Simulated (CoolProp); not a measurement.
Vapour-liquid equilibrium of acetone (1) + toluene (2) at 195.85 °C; x and y are mole fractions of (1).

Model: multi-fluid Helmholtz-energy mixture model, Lemmon 2006 and Lemmon 2006; pair parameters Bell 2016, in CoolProp.

| x | bubble pressure, mixture model (MPa) | bubble pressure, Raoult's law (MPa) | y, mixture model | y, Raoult's law |
|---|---|---|---|---|
| 0.05 | 0.8117 | 0.7906 | 0.160 | 0.163 |
| 0.2 | 1.121 | 1.073 | ? | 0.481 |
| 0.35 | 1.397 | 1.356 | ? | 0.666 |
| 0.5 | ? | 1.638 | 0.708 | 0.787 |
| 0.65 | 1.918 | 1.921 | 0.801 | 0.873 |
| 0.8 | 2.189 | 2.203 | ? | 0.937 |
| 0.95 | 2.478 | 2.486 | ? | 0.986 |

Problem. What belongs in the gaps?

Solution. 
- 0.2, y, mixture model: 0.438
- 0.35, y, mixture model: 0.595
- 0.5, bubble pressure, mixture model (MPa): 1.658
- 0.8, y, mixture model: 0.887
- 0.95, y, mixture model: 0.971

The largest gap from Raoult's law is +4.5 % in bubble pressure, at x = 0.2. No azeotrope shows between x = 0.05 and 0.95.

The pair parameters rest on a limited set of measurements; away from them the model extrapolates. The gap from Raoult's law changes sign with composition, which may be real or a fault of the pair parameters; it wasn't checked against measurements.
